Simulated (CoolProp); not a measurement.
Methanol at several states: density (kg/m³) from the reference equation and from simpler models built on Tc = 240.2 °C, pc = 82.16 bar, ω = 0.565; each cubic takes its own stable root.

Computed with CoolProp (reference Helmholtz-energy equation of state, de Reuck 1993).

```tsv
T (°C)	p (bar)	phase	reference	van der Waals	Soave-Redlich-Kwong	Peng-Robinson
255.05	148	supercritical	454.5	267.0	?	?
82.95	1.06	gas	?	?	?	1.166
150.95	116	liquid	668.9	332.8	495.1	559.3
191.75	75.4	liquid	590.4	286.0	419.3	473.8
```

Fill in the missing entries.


- 255.05, Soave-Redlich-Kwong: 300.1
- 255.05, Peng-Robinson: 329.9
- 82.95, reference: 1.180
- 82.95, van der Waals: 1.158
- 82.95, Soave-Redlich-Kwong: 1.165
